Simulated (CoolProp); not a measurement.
Vapour-liquid equilibrium of R134a (1) + R227EA (2) at 291.2 K; x and y are mole fractions of (1).

Computed with CoolProp (multi-fluid Helmholtz-energy mixture model, Tillner-Roth 1994 and Lemmon 2016; pair parameters Bell 2016).

Question: Give the bubble pressure and the first vapour's composition at x = 0.35, 0.65, 0.95. Is there an azeotrope?

Answer: x = 0.35: 439.8 kPa, y = 0.438; x = 0.65: 491.2 kPa, y = 0.714; x = 0.95: 532.2 kPa, y = 0.959. No azeotrope shows between x = 0.05 and 0.95.

Pair parameters are fitted to limited data, so mixtures are less certain than the pure fluids.
